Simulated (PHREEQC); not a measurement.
**Polishing slurry liquid**

Solution (20 °C): 0.02 mol/kgw H2SO4 and 0.028 mol/kgw Al(NO3)3. Closed to the air; pH follows from the charge balance.

Computed with PHREEQC (ion-association model, phreeqc.dat).

This is a speciation only: nothing precipitates in the calculation.

### Question
What pH does the model give?

### Answer
pH 1.53.

### Question
In which forms is Al present?

### Answer
Al+3 57 %, AlSO4+ 41 %, Al(SO4)2- 1.5 % of the Al.

Species that the database lacks are ignored.
